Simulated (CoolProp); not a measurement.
Vapour pressure (kPa) of ethylene: the reference equation beside estimates from Tc = 9.2 °C, pc = 5042 kPa, ω = 0.087. Clausius-Clapeyron is anchored at -103.45 °C with a constant enthalpy of vaporisation of 13.52 kJ/mol.

The numbers come from the reference Helmholtz-energy equation of state, Smukala 2000 in CoolProp.

```
T (°C)   reference  Clausius-Clapeyron  van der Waals  Peng-Robinson
-------  ---------  ------------------  -------------  -------------
-115.65      47.43               49.15          283.8          48.76
-109.55      71.13               72.24          357.0          72.58
-103.45      103.3               103.3          442.3          104.7
-97.35       145.7               144.0          540.6          147.1
-91.15       201.3               197.3          654.5          202.5
-85.05       270.6               263.6          781.3          271.5
-78.95       356.4               345.9          923.4          356.9
-72.85       461.1               446.4           1081          461.2
-66.65       589.3               569.6           1259          589.0
-60.55       739.3               714.0           1452          738.8
-54.45       915.5               883.7           1662          914.9
-48.35        1120                1081           1890           1120
-42.15        1361                1313           2142           1362
```

Absolute difference from the reference over all 13 rows, mean and median: Clausius-Clapeyron 2.6 and 3.2 %, van der Waals 201.9 and 159.1 %, Peng-Robinson 0.7 and 0.1 %.
